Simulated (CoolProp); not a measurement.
Values from CoolProp's reference Helmholtz-energy equation of state, Span 2000.

Problem. For nitrogen, give the phase and the cp (kJ/(kg K)), expansivity (1/kK) at 167.5 K and 16 MPa.

Solution. 
- 167.5 K and 16 MPa: supercritical; cp 2.14, expansivity 10.8
